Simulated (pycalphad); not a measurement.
Computed with pycalphad from the COST 507 light-alloy database (1999), at 1 atm. These are 1990s assessments: newer ones move some temperatures and phases. Diffusion is slow at the low end, where real alloys seldom reach equilibrium.

Molar enthalpy of Si-22.8Cu (at.%) in equilibrium (SER reference):

| T (°C) | H (kJ/mol) | phases |
|---|---|---|
| 2077 | 93.45 | LIQUID |
| 1977 | 90.63 | LIQUID |
| 1877 | 87.82 | LIQUID |
| 1777 | 85.00 | LIQUID |
| 1677 | 82.19 | LIQUID |
| 1577 | 79.37 | LIQUID |
| 1477 | 76.56 | LIQUID |
| 1377 | 73.74 | LIQUID |
| 1277 | 70.91 | LIQUID |
| 1177 | 49.24 | LIQUID + DIAMOND_A4 |
| 1077 | 37.60 | DIAMOND_A4 + LIQUID |
| 977 | 30.66 | DIAMOND_A4 + LIQUID |
| 877 | 25.91 | DIAMOND_A4 + LIQUID |
| 777 | 19.43 | DIAMOND_A4 + CU19SI6_ETA |
| 677 | 16.75 | DIAMOND_A4 + CU19SI6_ETA |
| 577 | 14.11 | DIAMOND_A4 + CU19SI6_ETA |
| 477 | 11.52 | DIAMOND_A4 + CU19SI6_ETA |
| 377 | 8.99 | DIAMOND_A4 + CU19SI6_ETA |
| 277 | 6.51 | DIAMOND_A4 + CU19SI6_ETA |

Cooling from 1277 °C to 777 °C, across the freezing range, releases 51.5 kJ/mol, or 1420 J/g. The slope is 28 J/(mol K) in the liquid and 27 J/(mol K) just below the solidus, where it includes any heat of precipitation. Liquidus 1272 °C, solidus 801 °C. Changes were sought between steps of 100 K, so a narrower field can be missed.

Database names, with the compositions (at.%) that they take in these runs: CU19SI6_ETA: Cu 76 Si 24. DIAMOND_A4 is diamond (Si).
